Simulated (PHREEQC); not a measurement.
Consider water at 25 °C with 0.0012 mol/kgw CaCl2, 0.00011 mol/kgw NaHCO3 and 4.5e-05 mol/kgw Na2SO4. Closed to the air; pH follows from the charge balance.

All values are PHREEQC results (ion-association model, phreeqc.dat), not measurements.

Precipitation was switched off in this run.

Q: Estimate the pH, specific conductance.

A: pH 7.98; specific conductance 324 µS/cm.

Q: In which forms is C present?

A: HCO3- 96 %, CO2 2.1 %, CaHCO3+ 1.1 %, CaCO3 0.6 %, CO3-2 0.5 % of the C.
